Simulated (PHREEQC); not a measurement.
Dissolve 0.0041 mol/kgw Cu(BF4)2, 0.025 mol/kgw HCl and 5.5e-05 mol/kgw KCl at 5 °C. Closed to the air; pH follows from the charge balance.

Equilibrium calculation in PHREEQC: ion-association model, phreeqc.dat.

```json
{
  "pH": "1.68",
  "ionic_strength": "0.0364 mol/kgw",
  "total_alkalinity": "-49.6 meq/kg"
}
```

```csv
species,molality,activity,log γ
Cl-,0.0250,0.0210,-0.076
H+,0.0241,0.0210,-0.060
BF4-,0.00665,0.00561,-0.074
HF,0.00478,0.00482,0.004
Cu+2,0.00404,0.00215,-0.275
H3BO3,0.00115,0.00116,0.004
BF3OH-,0.000349,0.000295,-0.074
F-,0.000258,0.000216,-0.077
K+,5.50e-5,4.61e-5,-0.077
CuCl+,5.05e-5,4.24e-5,-0.075
BF2(OH)2-,4.74e-5,4.00e-5,-0.074
CuF+,8.22e-6,6.94e-6,-0.074
HF2-,3.85e-6,3.25e-6,-0.074
CuCl2,3.76e-7,3.79e-7,0.004
BF(OH)3-,9.47e-8,7.99e-8,-0.074
CuOH+,1.22e-9,1.02e-9,-0.075
```

This is a speciation only: nothing precipitates in the calculation. Constants without temperature data keep their 25 °C values here. Real BF4- forms and hydrolyses slowly; the run takes it at equilibrium.
